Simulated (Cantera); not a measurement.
Input: 1 mol CH3SiCl3, 0.13 mol C2H4, 650 mol H2, at 1323.15 K and 13.3 mbar.

Method: chemical equilibrium by Gibbs-energy minimisation in Cantera with the NASA 1993 tables (ideal gas, pure condensed phases). Candidate condensed phases: C, C6H6, C7H8, C8H18, Si, SiC; 109 gas species. The feed counts by its element totals alone. Kinetics and transport are ignored.

Base state: H2 0.995, HCl 0.00459, CH4 8.97e-5, H 1.37e-5 (mole fractions); condensed: C(graphite) + SiC(s).

Q: What changes in the equilibrium state with this change: CH3SiCl3 replaced by SiHCl3?

A: 
```
species            before    after
----------------  -------  -------
H2                  0.995    0.995
HCl               0.00459  0.00449
SiCl2             1.93e-7  5.53e-5
CH4               8.97e-5  2.99e-7
H                 1.37e-5  1.37e-5
C(graphite), mol    0.200        0
SiC(s), mol         1.000    0.260
Si(s), mol              0    0.704
```
Mutual solubility and eutectic melting of coexisting phases are not modelled.

Q: What changes in the equilibrium state with this change: temperature from 1323.15 K to 2073.15 K?

A: 
| species | before | after |
|---|---|---|
| H2 | 0.995 | 0.972 |
| H | 1.37e-5 | 0.0225 |
| HCl | 0.00459 | 0.00444 |
| Si | <1e-9 | 0.000746 |
| SiH | <1e-9 | 4.88e-5 |
| Si2C | <1e-9 | 2.75e-5 |
| SiC2 | <1e-9 | 2.19e-5 |
| C(graphite), mol | 0.200 | 0 |
| SiC(s), mol | 1.000 | 0.404 |
Gases not in the tables: Si2H6 and higher silanes.
